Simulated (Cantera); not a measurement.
Charge: 1 mol SiH2Cl2, 0.0083 mol C2H4, 11 mol H2, at 133 Pa.

Method: chemical equilibrium by Gibbs-energy minimisation in Cantera with the NASA 1993 tables (ideal gas, pure condensed phases). Candidate condensed phases: C, C6H6, C7H8, C8H18, Si, SiC; 109 gas species. The tables' values for SiCl are old estimates; treat these amounts as uncertain. Gases not in the tables: Si2H6 and higher silanes. Kinetics and transport are ignored. All values below are at 2275 K.

Base state: H2 0.631, H 0.185, HCl 0.0995, Si 0.0569, Cl 0.0210, SiCl2 0.00287, SiCl 0.00241, SiH 0.000634 (mole fractions); condensed: gas only.

### Question
What changes in the equilibrium state with this change: 1.3 mol HCl added?

### Answer
| species | before | after |
|---|---|---|
| H2 | 0.631 | 0.584 |
| H | 0.185 | 0.178 |
| HCl | 0.0995 | 0.147 |
| Cl | 0.0210 | 0.0324 |
| Si | 0.0569 | 0.0483 |
| SiCl2 | 0.00287 | 0.00578 |
| Si2 | 0.000107 | 7.70e-5 |
| SiCl | 0.00241 | 0.00315 |
| SiH2 | 2.69e-5 | 2.11e-5 |
